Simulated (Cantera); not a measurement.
## Reactions in the system Ca-Cl-N-O

Cantera with NASA thermochemical tables; ideal gases at 1 bar, condensed phases pure. Values are per mole of reaction as written; species without (g) are pure solids or liquids, kept so even where they would boil at 1 bar.

2 NO₂(g) + 4 CaCl₂ → 8 Cl(g) + N₂(g) + 4 CaO

| T (K) | ΔH° (kJ) | ΔS° (J/K) | ΔG° (kJ) | log10 K |
|---|---|---|---|---|
| 300 | 1544.9 | 767.3 | 1314.7 | -228.91 |
| 448 | 1546.4 | 771.3 | 1200.9 | -140.01 |
| 548 | 1547.6 | 773.6 | 1123.6 | -107.10 |
| 648 | 1548.5 | 775.2 | 1046.2 | -84.33 |
| 748 | 1548.9 | 775.8 | 968.6 | -67.64 |
| 848 | 1548.5 | 775.4 | 891.0 | -54.89 |
| 948 | 1547.3 | 774.0 | 813.6 | -44.83 |
